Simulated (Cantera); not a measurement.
A diamond (100) surface in a fixed gas of H2 with x(CH4) = 0.022, x(CH3) = 0.00015, at 975 K, 120 Torr; coverages are run to steady state.

Detailed kinetics in Cantera: the Harris–Goodwin 1993 mechanism for the reconstructed diamond (100) surface.

θ: site fractions in the mechanism's names (c6HH fully hydrogenated, c6H* and c6*H radical sites, c6** diradical, c6HM methylated).

| x(H) | growth (µm/h) | θ c6HH | θ c6H* | θ c6*H | θ c6** | θ c6HM |
|---|---|---|---|---|---|---|
| 0.0001 | 3.88 | 0.379 | 0.00871 | 0.192 | 0.00221 | 0.314 |
| 0.00021 | (withheld) | (withheld) | (withheld) | (withheld) | (withheld) | (withheld) |
| 0.00045 | 7.94 | 0.509 | 0.0129 | 0.283 | 0.00534 | 0.142 |
| 0.00096 | 9.45 | 0.558 | 0.0144 | 0.316 | 0.00659 | 0.0792 |
| 0.0021 | 10.4 | 0.588 | 0.0153 | 0.336 | 0.00739 | 0.0398 |
| 0.0044 | 10.9 | 0.604 | 0.0159 | 0.346 | 0.00781 | (withheld) |
| 0.0093 | 11.1 | 0.612 | 0.0163 | 0.351 | 0.00804 | 0.00963 |
| 0.02 | 11.3 | 0.616 | 0.0167 | 0.353 | 0.00819 | 0.00453 |
| 0.042 | 11.4 | 0.618 | 0.0175 | 0.354 | 0.00833 | 0.00218 |

Fill in the missing entries.


- 0.00021, growth (µm/h): 5.92
- 0.00021, θ c6HH: 0.443
- 0.00021, θ c6H*: 0.0108
- 0.00021, θ c6*H: 0.239
- 0.00021, θ c6**: 0.00373
- 0.00021, θ c6HM: 0.227
- 0.0044, θ c6HM: 0.0199
